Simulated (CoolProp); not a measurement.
Saturation properties of isobutene.

Model: reference Helmholtz-energy equation of state, Lemmon 2005, in CoolProp. It is a short technical equation, of lower accuracy than the large ones.

```json
[
 {"T (K)": "201.2", "p (bar)": "0.02988", "liquid density (kg/m³)": "696.2", "vapour density (kg/m³)": "0.1006", "liquid cp (kJ/(kg K))": "2.011", "surface tension (mN/m)": "24.3"},
 {"T (K)": "222.4", "p (bar)": "0.1229", "liquid density (kg/m³)": "674.1", "vapour density (kg/m³)": "0.3769", "liquid cp (kJ/(kg K))": "2.068", "surface tension (mN/m)": "21.4"},
 {"T (K)": "243.6", "p (bar)": "0.3813", "liquid density (kg/m³)": "651.5", "vapour density (kg/m³)": "?", "liquid cp (kJ/(kg K))": "2.137", "surface tension (mN/m)": "18.6"},
 {"T (K)": "264.8", "p (bar)": "0.9610", "liquid density (kg/m³)": "?", "vapour density (kg/m³)": "2.554", "liquid cp (kJ/(kg K))": "2.218", "surface tension (mN/m)": "15.9"},
 {"T (K)": "286", "p (bar)": "2.074", "liquid density (kg/m³)": "603.3", "vapour density (kg/m³)": "?", "liquid cp (kJ/(kg K))": "?", "surface tension (mN/m)": "13.2"},
 {"T (K)": "307.2", "p (bar)": "3.977", "liquid density (kg/m³)": "576.9", "vapour density (kg/m³)": "9.778", "liquid cp (kJ/(kg K))": "2.429", "surface tension (mN/m)": "10.7"},
 {"T (K)": "328.4", "p (bar)": "6.961", "liquid density (kg/m³)": "548.0", "vapour density (kg/m³)": "16.94", "liquid cp (kJ/(kg K))": "2.571", "surface tension (mN/m)": "8.21"},
 {"T (K)": "349.6", "p (bar)": "11.35", "liquid density (kg/m³)": "515.3", "vapour density (kg/m³)": "28.00", "liquid cp (kJ/(kg K))": "?", "surface tension (mN/m)": "5.89"},
 {"T (K)": "370.8", "p (bar)": "17.50", "liquid density (kg/m³)": "?", "vapour density (kg/m³)": "45.30", "liquid cp (kJ/(kg K))": "3.047", "surface tension (mN/m)": "3.73"},
 {"T (K)": "392", "p (bar)": "25.85", "liquid density (kg/m³)": "426.7", "vapour density (kg/m³)": "74.56", "liquid cp (kJ/(kg K))": "?", "surface tension (mN/m)": "1.80"}
]
```

**Question.** Complete the blanks.

**Answer.** 
- 243.6, vapour density (kg/m³): 1.080
- 264.8, liquid density (kg/m³): 628.0
- 286, vapour density (kg/m³): 5.256
- 286, liquid cp (kJ/(kg K)): 2.315
- 349.6, liquid cp (kJ/(kg K)): 2.758
- 370.8, liquid density (kg/m³): 476.7
- 392, liquid cp (kJ/(kg K)): 3.661

It boils at 266.1 K under 1 atm.

Surface tension comes from a separate correlation (Mulero 2012).
